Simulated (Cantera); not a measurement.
An adiabatic, constant-volume homogeneous reactor starts with CH₄ : C₂H₆ : O₂ : N₂ = 1 : 0.091 : 3.51 : 13.2 (molar parts), equivalence ratio 0.66, at 1425 K and 38000 Pa. Integrator tolerance rtol = 1e-08.

Detailed kinetics in Cantera: GRI-Mech 3.0 (53 species, 325 reactions).

Task: What does this change do: CH4 1 to 0.34 parts?

Result: 
```json
[
 {"quantity": "time of steepest temperature rise", "before": "0.915 ms", "after": "0.425 ms"},
 {"quantity": "temperature at 3.00 s", "before": "2647 K", "after": "2171 K"},
 {"quantity": "equilibrium temperature", "before": "2647 K", "after": "2171 K"},
 {"quantity": "x(CH₄) at 3.00 s", "before": "<1e-12 (gas-phase equilibrium <1e-12)", "after": "<1e-12 (gas-phase equilibrium <1e-12)"},
 {"quantity": "x(C₂H₆) at 3.00 s", "before": "<1e-12 (gas-phase equilibrium <1e-12)", "after": "<1e-12 (gas-phase equilibrium <1e-12)"},
 {"quantity": "x(O₂) at 3.00 s", "before": "0.0615 (gas-phase equilibrium 0.0615)", "after": "0.140 (gas-phase equilibrium 0.140)"},
 {"quantity": "x(H) at 3.00 s", "before": "0.00424 (gas-phase equilibrium 0.00424)", "after": "8.46e-5 (gas-phase equilibrium 8.46e-5)"},
 {"quantity": "x(HCN) at 3.00 s", "before": "9.46e-11 (gas-phase equilibrium 9.46e-11)", "after": "<1e-12 (gas-phase equilibrium <1e-12)"},
 {"quantity": "x(H₂O₂) at 3.00 s", "before": "2.15e-7 (gas-phase equilibrium 2.15e-7)", "after": "4.79e-8 (gas-phase equilibrium 4.79e-8)"}
]
```

Task: What does this change do: 0.19 parts H2 added?

Result: 
```csv
quantity,before,after
time of steepest temperature rise,0.915 ms,0.602 ms
temperature at 3.00 s,2647 K,2669 K
equilibrium temperature,2647 K,2669 K
x(CH₄) at 3.00 s,<1e-12 (gas-phase equilibrium <1e-12),<1e-12 (gas-phase equilibrium <1e-12)
x(C₂H₆) at 3.00 s,<1e-12 (gas-phase equilibrium <1e-12),<1e-12 (gas-phase equilibrium <1e-12)
x(O₂) at 3.00 s,0.0615 (gas-phase equilibrium 0.0615),0.0569 (gas-phase equilibrium 0.0569)
x(H) at 3.00 s,0.00424 (gas-phase equilibrium 0.00424),0.00507 (gas-phase equilibrium 0.00507)
x(HCN) at 3.00 s,9.46e-11 (gas-phase equilibrium 9.46e-11),1.30e-10 (gas-phase equilibrium 1.30e-10)
x(H₂O₂) at 3.00 s,2.15e-7 (gas-phase equilibrium 2.15e-7),2.30e-7 (gas-phase equilibrium 2.30e-7)
```
